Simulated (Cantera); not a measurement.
A closed system holds: 1 mol MgO, 0.3 mol Cl₂, 0.01 mol O₂, at 1700 K and 0.550 bar.

Equilibrium computed with Cantera from the NASA thermochemical tables; the gas is ideal and each condensed phase is pure. Candidate condensed phases: Mg, MgCl₂, MgO; 11 gas species. Rates play no part.

Base state: MgCl₂ 0.479, O₂ 0.262, Cl₂ 0.156, Cl 0.102, ClO 0.000761, O 3.09e-5 (mole fractions); condensed: MgO(s).

**Question.** What changes in the equilibrium state with this change: MgO replaced by Fe₃O₄?

**Answer.** 
```csv
species,before,after
FeCl₂,0,0.439
O₂,0.262,0.371
FeCl₃,0,0.0845
MgCl₂,0.479,0
Cl₂,0.156,0.0473
Cl,0.102,0.0563
Fe₂Cl₄,0,0.00113
Fe₂Cl₆,0,1.16e-5
"MgO(s), mol",0.791,0
"Fe₃O₄(s), mol",0,0.918
```
Further candidate phases: Fe, FeCl₂, FeCl₃, FeO, Fe₂O₃, Fe₃O₄.
